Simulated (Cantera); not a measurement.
Equilibrium for nitride etching: BN + NF3

Input: 1 mol BN, 0.62 mol NF3, at 1298 K and 75.0 Torr.

Cantera equilibrium calculation (NASA polynomials, part measured and part estimated; ideal gas, pure solids and liquids). Candidate condensed phases: B, BN; 13 gas species. The tables' values for BF2 are old estimates; treat these amounts as uncertain. Equilibrium is a limit: real reactors are often held back by kinetics, nucleation or transport.

- x(N2) = 0.500
- x(BF3) = 0.500
- x(BF2) = 5.28e-5
- n(BN(s)) = 0.380 mol
- gas amount = 1.240 mol
- log10 activity of B(s) (absent) = -4.84
